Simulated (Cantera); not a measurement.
Gas mixture: 56.4 % C₃H₈, 43.6 % C₂H₂, at 0.713 Torr, frozen composition.

Cantera's kinetic-theory transport with the Lennard-Jones parameters of GRI-Mech 3.0, ideal gas; thermal conductivity in the multicomponent form. The composition is frozen, though it would react at the higher temperatures.

One state of this run: ρ (kg/m³) = 0.000345; cp (J/kg/K) = 3792; μ (µPa s) = 28.0; λ (mW/m/K) = 137; Pr = 0.774; D (cm²/s) OH = 2360; D (cm²/s) NH₃ = 1880; D (cm²/s) N₂ = 1590. D: mixture-averaged diffusion coefficient of that species in the mixture.

### Question
Which value of T (K) does it belong to?
(A) 1200
(B) 800
(C) 1000
(D) 600

### Answer
A, 1200
